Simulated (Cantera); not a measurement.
## Thermodynamics of hydrogen reduction and annealing atmospheres, feed V₂O₅ + H₂ + N₂

A closed system holds: 1 mol V₂O₅, 110 mol H₂, 70 mol N₂, held at 1330 Pa.

Cantera equilibrium calculation (NASA polynomials, part measured and part estimated; ideal gas, pure solids and liquids). Candidate condensed phases: H₂O, V, VN, VO, V₂O₃, V₂O₄, V₂O₅; 28 gas species. Mutual solubility and eutectic melting of coexisting phases are not modelled. VO: taken at fixed stoichiometry. Condensed phases not in the tables: the oxides between V₂O₃ and V₂O₅ other than VO₂. The numbers say what is thermodynamically allowed, not how fast it happens.

```json
[
 {"T (K)": "898", "log p H₂": "-2.10", "log p N₂": "-2.29", "log p H₂O": "-3.83", "log p H": "-11.01", "log p VO₂": "<-13", "log p VO": "<-13", "log p OH": "<-13", "log p NH₃": "-7.20", "n V₂O₃(s)": "1.00", "n VO(s)": "0"},
 {"T (K)": "1048", "log p H₂": "-2.10", "log p N₂": "-2.29", "log p H₂O": "-3.83", "log p H": "-9.16", "log p VO₂": "<-13", "log p VO": "<-13", "log p OH": "-13.39", "log p NH₃": "-7.66", "n V₂O₃(s)": "1.00", "n VO(s)": "0"},
 {"T (K)": "1198", "log p H₂": "-2.10", "log p N₂": "-2.29", "log p H₂O": "-3.83", "log p H": "-7.77", "log p VO₂": "-13.27", "log p VO": "<-13", "log p OH": "-11.60", "log p NH₃": "-8.00", "n V₂O₃(s)": "1.00", "n VO(s)": "0"},
 {"T (K)": "1348", "log p H₂": "-2.10", "log p N₂": "-2.29", "log p H₂O": "-3.83", "log p H": "-6.68", "log p VO₂": "-10.94", "log p VO": "-12.93", "log p OH": "-10.21", "log p NH₃": "-8.27", "n V₂O₃(s)": "1.00", "n VO(s)": "0"},
 {"T (K)": "1498", "log p H₂": "-2.10", "log p N₂": "-2.29", "log p H₂O": "-3.83", "log p H": "-5.81", "log p VO₂": "-9.08", "log p VO": "-10.65", "log p OH": "-9.09", "log p NH₃": "-8.49", "n V₂O₃(s)": "1.000", "n VO(s)": "0"},
 {"T (K)": "1648", "log p H₂": "-2.10", "log p N₂": "-2.29", "log p H₂O": "-3.83", "log p H": "-5.10", "log p VO₂": "-7.58", "log p VO": "-8.81", "log p OH": "-8.18", "log p NH₃": "-8.67", "n V₂O₃(s)": "1.000", "n VO(s)": "0"},
 {"T (K)": "1798", "log p H₂": "-2.10", "log p N₂": "-2.29", "log p H₂O": "-3.83", "log p H": "-4.50", "log p VO₂": "-6.34", "log p VO": "-7.29", "log p OH": "-7.42", "log p NH₃": "-8.82", "n V₂O₃(s)": "0.997", "n VO(s)": "0"},
 {"T (K)": "1948", "log p H₂": "-2.10", "log p N₂": "-2.29", "log p H₂O": "-3.71", "log p H": "-4.00", "log p VO₂": "-5.24", "log p VO": "-6.07", "log p OH": "-6.65", "log p NH₃": "-8.96", "n V₂O₃(s)": "0.276", "n VO(s)": "1.36"}
]
```
log p: log10 of the partial pressure in bar; n: condensed amount in mol.

From 898 K to 1798 K the condensed part is V₂O₃(s). At 1948 K the condensed part is VO(s) + V₂O₃(s).
